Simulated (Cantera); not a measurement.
Feed: 1 mol C3H8, 0.05 mol O2, 2.2 mol N2, 0.13 mol NH3, held at 1975 °C and 9.70 bar.

Cantera equilibrium calculation (NASA polynomials, part measured and part estimated; ideal gas, pure solids and liquids). Candidate condensed phases: C, C6H6, C7H8, C8H18, H2O; 136 gas species. The numbers say what is thermodynamically allowed, not how fast it happens.

Base state: H2 0.626, N2 0.337, HCN 0.0161, CO 0.0152, C2H2 (acetylene) 0.00207, H 0.00187, HNC 0.00136, CH4 0.000903 (mole fractions); condensed: C(graphite).

What changes in the equilibrium state with this change: pressure from 9.70 bar to 0.0133 bar?


| species | before | after |
|---|---|---|
| H2 | 0.626 | 0.589 |
| N2 | 0.337 | 0.328 |
| H | 0.00187 | 0.0488 |
| HCN | 0.0161 | 0.0154 |
| CO | 0.0152 | 0.0149 |
| C2H4 | 2.47e-5 | 3.01e-8 |
| CH4 | 0.000903 | 1.10e-6 |
| NH3 | 3.88e-5 | 4.81e-8 |
| CH3 | 5.11e-5 | 1.73e-6 |
| C(graphite), mol | 2.75 | 2.76 |

What changes in the equilibrium state with this change: pressure from 9.70 bar to 1.00 bar?


```tsv
species	before	after
H2	0.626	0.624
N2	0.337	0.336
HCN	0.0161	0.0161
H	0.00187	0.00580
CO	0.0152	0.0152
CH4	0.000903	9.25e-5
C2H4	2.47e-5	2.54e-6
NH3	3.88e-5	3.97e-6
CH3	5.11e-5	1.63e-5
C(graphite), mol	2.75	2.76
```
